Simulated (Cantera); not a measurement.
Feed: 1 mol NaCl, 3.1 mol H2, at 1825 K and 1000 Pa.

Method: chemical equilibrium by Gibbs-energy minimisation in Cantera with the NASA 1993 tables (ideal gas, pure condensed phases). Candidate condensed phases: Na, NaCl; 10 gas species. Kinetics and transport are ignored.

Base state: H2 0.727, NaCl 0.210, Na 0.0300, HCl 0.0299, H 0.00375, Cl 0.000118, Na2Cl2 6.61e-5, NaH 1.71e-5 (mole fractions); condensed: gas only.

Problem. What changes in the equilibrium state with this change: NaCl replaced by NaI?

Solution. 
```
species    before    after
-------  --------  -------
H2          0.727    0.719
NaI             0    0.188
Na         0.0300   0.0447
NaCl        0.210        0
I               0   0.0413
HCl        0.0299        0
HI              0  0.00345
Cl       0.000118        0
Na2Cl2    6.61e-5        0
```
Gases not in the tables: NaBr and NaI dimers. Further candidate phases: I2, NaI.
